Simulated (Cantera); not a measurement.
A Cantera script and what it prints.

```python
import numpy as np
import cantera as ct

gas_names = """
    CL CL2 H HCL H2 Si SiCL SiCL2 SiCL3 SiCL4 SiH SiHCL3 SiH2 SiH2CL2 SiH3 SiH3CL SiH4 Si2 Si3
""".split()
cond_names = """
    Si(cr) Si(L)
""".split()


# ... load() reads the species with a 1 bar reference pressure and builds the phases ...
atoms = {
    'Si': {'Si': 1},
    'Cl2': {'CL': 2},
    'H2': {'H': 2},
    'HCl': {'H': 1, 'CL': 1},
}
top_T = {}  # K; cautious upper limits of use, not melting points


# ... equilibrate(T, P, feed) seeds the gas with the atoms and calls Mixture.equilibrate('TP', solver="vcs", rtol=1e-11, max_steps=5000) ...
results = []
feed = {'Si': 1, 'Cl2': 1.1, 'H2': 2.4, 'HCl': 5.8}  # mol
T = 1525  # K
P = 650000  # Pa
mix = equilibrate(T, P, feed)
results.append((T, P, feed, dict(zip(mix.species_names, mix.species_moles))))
print(gas.report(threshold=1e-06))
for i in range(1, mix.n_phases):
    print(f"{mix.phase(i).name:16s} {mix.phase_moles(i):12.5e} mol")
```

It prints:

```
       temperature   1525 K
          pressure   6.5e+05 Pa
           density   1.9798 kg/m^3
  mean mol. weight   38.62 kg/kmol
   phase of matter   gas

                          1 kg             1 kmol
                     ---------------   ---------------
          enthalpy       -1.8866e+06        -7.286e+07  J
   internal energy       -2.2149e+06        -8.554e+07  J
           entropy            6171.2        2.3833e+05  J/K
    Gibbs function       -1.1298e+07       -4.3631e+08  J
 heat capacity c_p            1085.7             41928  J/K
 heat capacity c_v            870.37             33613  J/K

                      mass frac. Y      mole frac. X     chem. pot. / RT
                     ---------------   ---------------   ---------------
                CL        5.5306e-06        6.0251e-06           -22.683
                 H        1.4943e-07        5.7251e-06           -8.8725
               HCL           0.47153           0.49949           -31.555
                H2          0.019873            0.3807           -17.745
             SiCL2         0.0045411         0.0017718           -57.091
             SiCL3          0.027068         0.0077761           -79.774
             SiCL4           0.44603            0.1014           -102.46
            SiHCL3           0.03063         0.0087337           -88.647
           SiH2CL2        0.00031693        0.00012119           -74.836
     [  +10 minor]        9.5177e-07        5.4993e-07

Si(cr)            0.00000e+00 mol
```

Method: chemical equilibrium by Gibbs-energy minimisation in Cantera with the NASA 1993 tables (ideal gas, pure condensed phases). The tables' values for SiCl3 are old estimates; treat these amounts as uncertain.
